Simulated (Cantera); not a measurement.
Input: 1 mol BN, 0.074 mol N2, at 7.50 Torr.

These are equilibrium values from Cantera (NASA tables, ideal gas, pure condensed phases), not measurements of a reactor. Candidate condensed phases: B, BN; 5 gas species. Rates play no part.

Q: Which condensed phases are stable at each of these points (T (K)): 1475, 1575, 1675, 1775, 1875, 1975, 2075, 2175, 2275, 2375, 2475, 2575, 2675?

A: 
```tsv
T (K)	condensed phases	B condensed (%)
1475	BN(s)	100.0
1575	BN(s)	100.0
1675	BN(s)	100.0
1775	BN(s)	100.0
1875	BN(s)	100.0
1975	BN(s)	100.0
2075	BN(s)	100.0
2175	BN(s)	100.0
2275	BN(s)	100.0
2375	B(l)	99.9
2475	B(l)	99.6
2575	B(l)	98.9
2675	B(l)	97.4
```

From 1475 K to 2275 K the condensed part is BN(s). From 2375 K to 2675 K the condensed part is B(l).
